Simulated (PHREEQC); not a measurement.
Solution A (0.0015 mol H3BO3, 0.00026 mol K2HPO4 and 4e-05 mol NaCl per kg of water) is mixed with solution B (0.011 mol NH4HS per kg of water) at 20 °C; shares are by mass of water, 1 kg in all. The system is closed to oxygen. The system is closed to CO2. Only these solids could form: Halite.

All values are PHREEQC results (ion-association model, wateq4f.dat), not measurements.

| share of solution B | pH | H3BO3 (mol/kgw) | HPO4-2 (mol/kgw) | H2PO4- (mol/kgw) | H2S (mol/kgw) | H2BO3- (mol/kgw) |
|---|---|---|---|---|---|---|
| 0 | 7.80 | 0.00145 | 0.000210 | 5.01e-5 | 0 | 4.97e-5 |
| 0.1 | 8.03 | 0.00127 | 0.000206 | 2.77e-5 | 9.16e-5 | 7.54e-5 |
| 0.2 | 8.10 | 0.00112 | 0.000187 | 2.09e-5 | 0.000157 | 7.82e-5 |
| 0.3 | 8.13 | 0.000976 | 0.000165 | 1.66e-5 | 0.000217 | 7.43e-5 |
| 0.4 | 8.15 | 0.000833 | 0.000143 | 1.34e-5 | 0.000275 | 6.71e-5 |
| 0.5 | 8.17 | 0.000692 | 0.000119 | 1.06e-5 | 0.000331 | 5.81e-5 |
| 0.6 | 8.18 | 0.000552 | 9.58e-5 | 8.18e-6 | 0.000386 | 4.78e-5 |
| 0.7 | 8.19 | 0.000413 | 7.20e-5 | 5.95e-6 | 0.000440 | 3.67e-5 |
| 0.8 | 8.19 | 0.000275 | 4.81e-5 | 3.86e-6 | 0.000493 | 2.49e-5 |
| 0.9 | 8.20 | 0.000137 | 2.41e-5 | 1.88e-6 | 0.000545 | 1.27e-5 |
| 1 | 8.20 | 0 | 0 | 0 | 0.000597 | 0 |

The polysulfide entries of wateq4f.dat were taken out for this run. H3PO4, which wateq4f.dat lacks, is added to it with the constant of phreeqc.dat.
